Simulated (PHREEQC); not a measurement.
**Nickel, zinc or cadmium bath**

Dissolve 170 mmol/kgw ZnCl2 and 0.072 mmol/kgw Na2SO4 at 45 °C. Closed to the air; pH follows from the charge balance.

Equilibrium calculation in PHREEQC: ion-association model, phreeqc.dat.

This is a speciation only: nothing precipitates in the calculation.

**Question.** Predict the pH, activity of water.

**Answer.** pH 4.82; activity of water 0.992.

**Question.** In which forms is Cl present?

**Answer.** Cl- 81 %, ZnCl+ 13 %, ZnCl2 3.2 %, ZnCl3- 1.8 %, ZnCl4-2 0.8 % of the Cl.

At this temperature some constants are extrapolated from 25 °C, and those without enthalpy data are left unchanged.
